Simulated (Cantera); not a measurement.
An isothermal, constant-pressure homogeneous reactor starts with CH4 : H2O = 1 : 0.78 (molar parts), at 1825 K and 100.0 Torr.

Computed with Cantera and GRI-Mech 3.0 (53 species, 325 reactions).

x: mole fraction; the columns are a selection and need not sum to one.

```tsv
t (s)	x CH4	x H2O	x H2	x CH2	x HCO	x H
0.000200	0.549	0.436	0.00694	(withheld)	2.59e-8	2.33e-5
0.000971	0.394	0.400	0.141	(withheld)	3.12e-7	0.000238
0.00472	0.146	0.317	0.399	(withheld)	1.17e-7	0.000535
0.0229	0.0366	0.262	0.525	(withheld)	4.58e-8	0.000830
0.111	0.0170	0.178	0.604	(withheld)	2.38e-8	0.000971
0.540	0.00903	0.0713	0.690	(withheld)	1.60e-8	0.00101
2.62	0.00289	0.0105	0.739	(withheld)	1.63e-8	0.00104
12.7	0.000742	2.76e-5	0.748	3.38e-8	1.69e-8	0.00105
61.8	0.000724	3.95e-7	0.749	3.29e-8	1.69e-8	0.00105
300	0.000724	3.95e-7	0.749	3.29e-8	1.69e-8	0.00105
```

Q: Complete the blanks.

A: 
- 0.000200, x CH2: 2.88e-6
- 0.000971, x CH2: 9.51e-6
- 0.00472, x CH2: 4.74e-6
- 0.0229, x CH2: 2.46e-6
- 0.111, x CH2: 1.31e-6
- 0.540, x CH2: 5.19e-7
- 2.62, x CH2: 1.39e-7
